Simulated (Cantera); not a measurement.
A perfectly stirred reactor is fed with 38.1 % CO, 1.50 % H₂, 12.7 % O₂, 47.7 % N₂, equivalence ratio 1.6, at 530000 Pa; it is adiabatic with a 450 K inlet, and is followed from long to short residence time, starting on the burning branch (τ in s: 0.038, 0.02, 0.01, 0.0054, 0.0028, 0.0015, 0.00076, 0.00039, 0.00021, 0.00011, 5.6e-05).

Model: GRI-Mech 3.0 (53 species, 325 reactions), integrated in Cantera. The hydrogen kinetics of GRI-Mech 3.0 are dated; newer H2 mechanisms differ, most at raised pressure.

One state of this run: T (K) = 2285; x CO = 0.182; x H₂ = 0.00164; x O₂ = 0.00914; x H₂O = 0.0128; x N₂O = 5.16e-7. x: mole fraction; the columns are a selection and need not sum to one.

Which value of τ (s) does it belong to?
(A) 0.00011
(B) 0.00076
(C) 0.0015
(D) 0.0028

B, 0.00076
